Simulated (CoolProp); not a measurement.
Values from CoolProp's reference Helmholtz-energy equation of state, Outcalt 1996. It is a modified Benedict-Webb-Rubin equation, recast in Helmholtz form.

### Question
For R152A, give the phase and the cp (kJ/(kg K)), speed of sound (m/s), viscosity (µPa s), Prandtl number at 136.25 °C and 3.4 bar; 191.55 °C and 0.125 bar.

### Answer
- 136.25 °C and 3.4 bar: gas; cp 1.30, speed of sound 235, viscosity 15.2, Prandtl number 0.790
- 191.55 °C and 0.125 bar: gas; cp 1.39, speed of sound 253, viscosity 17.2, Prandtl number 0.789

Viscosity comes from a separate model (Bell 2016), an estimate that may be off by 10 % or more. Thermal conductivity comes from a separate model (Krauss 1996).
